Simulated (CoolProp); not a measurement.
Cyclopentane at several states: fugacity coefficient from the reference equation and from simpler models built on Tc = 511.7 K, pc = 4.583 MPa, ω = 0.202; each cubic takes its own stable root.

Model: reference Helmholtz-energy equation of state, Gedanitz 2015, in CoolProp.

| T (K) | p (MPa) | phase | reference |
|---|---|---|---|
| 242.2 | 0.0486 | liquid | 0.05238 |
| 223 | 0.0921 | liquid | 0.007180 |
| 502 | 12 | liquid | 0.2977 |

How far does each simpler model (Redlich-Kwong, Peng-Robinson) lie from the reference over these 3 states: mean and median of the absolute difference, and the worst?


- Redlich-Kwong: mean 59.5 %, median 83.6 %, worst +87.5 % at 223 K and 0.0921 MPa
- Peng-Robinson: mean 4.6 %, median 4.8 %, worst +8.4 % at 223 K and 0.0921 MPa
